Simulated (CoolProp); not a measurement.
Model: reference Helmholtz-energy equation of state, Span 2000, in CoolProp.

**Question.** Give the vapour pressure (bar), liquid density (kg/m³), vapour viscosity (µPa s) of saturated nitrogen at -168.85 °C.

**Answer.** 
| T (°C) | p (bar) | liquid density (kg/m³) | vapour viscosity (µPa s) |
|---|---|---|---|
| -168.85 | 10.4 | 662 | 7.90 |

Viscosity comes from a separate model (Lemmon 2004).
